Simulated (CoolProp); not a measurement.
Vapour-liquid equilibrium of n-hexane (1) + m-xylene (2) at 0.358 bar; x and y are mole fractions of (1).

Model: multi-fluid Helmholtz-energy mixture model, Thol 2019 and Zhou 2012; pair parameters Bell 2016, in CoolProp.

| x | bubble temperature, mixture model (°C) | bubble temperature, Raoult's law (°C) | y, mixture model | y, Raoult's law |
|---|---|---|---|---|
| 0.05 | 94.6 | 95.0 | 0.311 | 0.302 |
| 0.15 | 78.7 | 81.4 | 0.656 | 0.622 |
| 0.25 | 67.3 | 71.6 | 0.809 | 0.774 |
| 0.35 | 59.3 | 64.2 | 0.883 | 0.856 |
| 0.45 | 53.6 | 58.3 | 0.922 | 0.906 |
| 0.55 | 49.6 | 53.4 | 0.945 | 0.938 |
| 0.65 | 46.6 | 49.4 | 0.960 | 0.960 |
| 0.75 | 44.3 | 45.9 | 0.972 | 0.976 |
| 0.85 | 42.2 | 42.9 | 0.982 | 0.988 |
| 0.95 | 40.1 | 40.2 | 0.993 | 0.996 |

The largest gap from Raoult's law is -4.9 K in bubble temperature, at x = 0.35. No azeotrope shows between x = 0.05 and 0.95.

The pair parameters rest on a limited set of measurements; away from them the model extrapolates.
